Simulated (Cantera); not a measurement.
A closed system holds: 1 mol C6H6, 0.62 mol H2O, at 13.3 mbar.

These are equilibrium values from Cantera (NASA tables, ideal gas, pure condensed phases), not measurements of a reactor. Candidate condensed phases: C, C6H6, C7H8, C8H18, H2O; 110 gas species. The numbers say what is thermodynamically allowed, not how fast it happens.

Question: What share of the C ends up in condensed phases as a function of T (K), at 1473, 1623, 1773, 1923, 2073, 2223, 2373, 2523, 2673, 2823, 2973?

Answer: 
```json
[
 {"T (K)": "1473", "C condensed (%)": "89.7", "as": "C(graphite)"},
 {"T (K)": "1623", "C condensed (%)": "89.7", "as": "C(graphite)"},
 {"T (K)": "1773", "C condensed (%)": "89.6", "as": "C(graphite)"},
 {"T (K)": "1923", "C condensed (%)": "89.6", "as": "C(graphite)"},
 {"T (K)": "2073", "C condensed (%)": "89.5", "as": "C(graphite)"},
 {"T (K)": "2223", "C condensed (%)": "89.3", "as": "C(graphite)"},
 {"T (K)": "2373", "C condensed (%)": "89.0", "as": "C(graphite)"},
 {"T (K)": "2523", "C condensed (%)": "88.4", "as": "C(graphite)"},
 {"T (K)": "2673", "C condensed (%)": "87.4", "as": "C(graphite)"},
 {"T (K)": "2823", "C condensed (%)": "85.5", "as": "C(graphite)"},
 {"T (K)": "2973", "C condensed (%)": "78.9", "as": "C(graphite)"}
]
```
